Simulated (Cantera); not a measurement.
# Equilibrium for abatement and gas-phase synthesis: H2O + N2

Charge: 1 mol H2O, 0.48 mol N2, equilibrated at 540 Pa.

Equilibrium computed with Cantera from the NASA thermochemical tables; the gas is ideal and each condensed phase is pure. Candidate condensed phases: H2O; 24 gas species. Equilibrium is a limit: real reactors are often held back by kinetics, nucleation or transport.

```csv
T (K),log p H2O,log p N2,log p H,log p H2,log p OH,log p O2,log p O
1325,-2.44,-2.76,-8.83,-6.09,-7.01,-6.44,-9.78
1475,-2.44,-2.76,-7.60,-5.42,-6.20,-5.78,-8.43
1625,-2.44,-2.76,-6.59,-4.87,-5.53,-5.24,-7.33
1775,-2.45,-2.76,-5.75,-4.42,-4.98,-4.80,-6.42
1925,-2.46,-2.76,-5.04,-4.04,-4.52,-4.43,-5.65
2075,-2.48,-2.77,-4.44,-3.72,-4.14,-4.12,-4.99
2225,-2.53,-2.78,-3.92,-3.47,-3.82,-3.87,-4.43
2375,-2.62,-2.81,-3.49,-3.28,-3.58,-3.68,-3.96
2525,-2.78,-2.86,-3.14,-3.17,-3.42,-3.57,-3.57
```
log p: log10 of the partial pressure in bar; nothing condenses.

From 1325 K to 2525 K nothing is condensed.
